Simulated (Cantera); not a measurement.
Input: 1 mol V, 0.41 mol N₂O, 1 mol N₂, held at 1498 K and 1 atm.

Cantera equilibrium calculation (NASA polynomials, part measured and part estimated; ideal gas, pure solids and liquids). Candidate condensed phases: V, VN, VO, V₂O₃, V₂O₄, V₂O₅; 13 gas species. Mutual solubility and eutectic melting of coexisting phases are not modelled. VN: taken at fixed stoichiometry. Condensed phases not in the tables: the oxides between V₂O₃ and V₂O₅ other than VO₂, V₂N. Equilibrium is a limit: real reactors are often held back by kinetics, nucleation or transport.

Task: What is the equilibrium state?

Result: 
| Item | Value |
|---|---|
| x(N₂) | 1.00 |
| n(VN(s)) | 0.727 mol |
| n(V₂O₃(s)) | 0.137 mol |
| gas amount | 1.047 mol |
| log10 activity of V(s) (absent) | -3.18 |
| log10 activity of V₂O₅(l) (absent) | -11.24 |
